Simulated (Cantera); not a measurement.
Input (Python, Cantera) and output of one run.

```python
import numpy as np
import cantera as ct

gas_names = [...]  # 109 gases of nasa_gas.yaml made of C, Cl, H, Si
cond_names = """
    C(gr) C6H6(L) C7H8(L) C8H18(L),n-octa Si(cr) Si(L) SiC(b)
""".split()


# ... load() reads the species with a 1 bar reference pressure and builds the phases ...
atoms = {
    'SiCl4': {'Si': 1, 'CL': 4},
    'C2H2': {'C': 2, 'H': 2},
    'H2': {'H': 2},
    'HCl': {'H': 1, 'CL': 1},
}
top_T = {'C(gr)': 4500, 'SiC(b)': 3050}  # K; cautious upper limits of use, not melting points


# ... equilibrate(T, P, feed) seeds the gas with the atoms and calls Mixture.equilibrate('TP', solver="vcs", rtol=1e-11, max_steps=5000) ...
results = []
T = 1800  # K
P = 133.322  # Pa
for m in [0.31, 0.37, 0.45, 0.55, 0.66, 0.81, 0.98, 1.2, 1.4, 1.7]:
    feed = {'SiCl4': 1, 'C2H2': 0.18, 'H2': 1.7, 'HCl': m}  # mol
    mix = equilibrate(T, P, feed)
    results.append((T, P, feed, dict(zip(mix.species_names, mix.species_moles))))

top = {s: max(r[3][s] / sum(r[3][g] for g in gas_names) for r in results) for s in gas_names}
cols = sorted((s for s in top if top[s] > 1e-06), key=lambda s: -top[s])[:6]
seen = [c for c in cond_names if any(r[3].get(c, 0) > 1e-12 for r in results)]
print("log10 of partial pressures in bar; condensed amounts in mol")
print(f"{'n(HCl)':>10s}" + "".join(f"{s[:9]:>10s}" for s in cols + seen))
for T, P, feed, n in results:
    ng = sum(n[g] for g in gas_names)
    print(f"{feed['HCl']:10.4g}" + "".join(f"{np.log10(max(n[s] / ng * P / 1e5, 1e-99)):10.3f}" for s in cols)
          + "".join(f"{n.get(c, 0):10.4g}" for c in seen))
```

Output:

```
log10 of partial pressures in bar; condensed amounts in mol
    n(HCl)       HCL     SiCL2        H2        CL     SiCL3         H     C(gr)    SiC(b)
      0.31    -3.074    -3.617    -3.658    -4.807    -5.159    -5.275    0.1465    0.2133
      0.37    -3.074    -3.618    -3.658    -4.807    -5.160    -5.275    0.1568    0.2029
      0.45    -3.074    -3.619    -3.657    -4.807    -5.161    -5.275    0.1707     0.189
      0.55    -3.074    -3.619    -3.656    -4.808    -5.162    -5.274     0.188    0.1717
      0.66    -3.074    -3.620    -3.656    -4.808    -5.163    -5.274    0.2071    0.1527
      0.81    -3.074    -3.621    -3.654    -4.809    -5.164    -5.273     0.233    0.1267
      0.98    -3.074    -3.622    -3.653    -4.809    -5.166    -5.273    0.2625    0.0972
       1.2    -3.074    -3.623    -3.652    -4.810    -5.168    -5.272    0.3006   0.05907
       1.4    -3.074    -3.624    -3.651    -4.810    -5.169    -5.272    0.3353   0.02441
       1.7    -3.067    -3.638    -3.662    -4.798    -5.171    -5.277    0.3597         0
```

Equilibrium computed with Cantera from the NASA thermochemical tables; the gas is ideal and each condensed phase is pure. The tables' values for SiCl3, SiCl are old estimates; treat these amounts as uncertain.
